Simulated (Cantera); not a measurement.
A closed system holds: 1 mol Si3N4, 0.054 mol O2, 67 mol N2, held at 180000 Pa.

Method: chemical equilibrium by Gibbs-energy minimisation in Cantera with the NASA 1993 tables (ideal gas, pure condensed phases). Candidate condensed phases: Si, SiO2, Si2N2O, Si3N4; 16 gas species. Mutual solubility and eutectic melting of coexisting phases are not modelled. Rates play no part.

Q: Which condensed phases are stable at each of these points (T (°C)): 1275, 1325, 1375, 1425, 1475, 1525, 1575, 1625, 1675, 1725, 1775, 1825?

A: 
```json
[
 {"T (°C)": "1275", "condensed phases": "Si2N2O(s) + Si3N4(s)", "Si condensed (%)": "100.0"},
 {"T (°C)": "1325", "condensed phases": "Si2N2O(s) + Si3N4(s)", "Si condensed (%)": "100.0"},
 {"T (°C)": "1375", "condensed phases": "Si2N2O(s) + Si3N4(s)", "Si condensed (%)": "100.0"},
 {"T (°C)": "1425", "condensed phases": "Si2N2O(s) + Si3N4(s)", "Si condensed (%)": "100.0"},
 {"T (°C)": "1475", "condensed phases": "Si2N2O(s) + Si3N4(s)", "Si condensed (%)": "100.0"},
 {"T (°C)": "1525", "condensed phases": "Si2N2O(s) + Si3N4(s)", "Si condensed (%)": "99.9"},
 {"T (°C)": "1575", "condensed phases": "Si2N2O(s) + Si3N4(s)", "Si condensed (%)": "99.8"},
 {"T (°C)": "1625", "condensed phases": "Si2N2O(s) + Si3N4(s)", "Si condensed (%)": "99.5"},
 {"T (°C)": "1675", "condensed phases": "Si2N2O(s) + Si3N4(s)", "Si condensed (%)": "98.7"},
 {"T (°C)": "1725", "condensed phases": "Si2N2O(s) + Si3N4(s)", "Si condensed (%)": "97.0"},
 {"T (°C)": "1775", "condensed phases": "Si3N4(s)", "Si condensed (%)": "96.4"},
 {"T (°C)": "1825", "condensed phases": "Si3N4(s)", "Si condensed (%)": "96.3"}
]
```

From 1275 °C to 1725 °C the condensed part is Si2N2O(s) + Si3N4(s). From 1775 °C to 1825 °C the condensed part is Si3N4(s).
